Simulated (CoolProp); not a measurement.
Computed with CoolProp (reference Helmholtz-energy equation of state, Penoncello 2003).

Task: Give the vapour pressure (bar), liquid density (kg/m³), vapour density (kg/m³), enthalpy of vaporisation (kJ/kg) of saturated CHF3 (R23) at 190.5, 216, 250 K.

Result: 
| T (K) | p (bar) | liquid density (kg/m³) | vapour density (kg/m³) | enthalpy of vaporisation (kJ/kg) |
|---|---|---|---|---|
| 190.5 | 0.977 | 1450 | 4.51 | 240 |
| 216 | 3.54 | 1350 | 15.2 | 217 |
| 250 | 12.6 | 1180 | 54.4 | 178 |
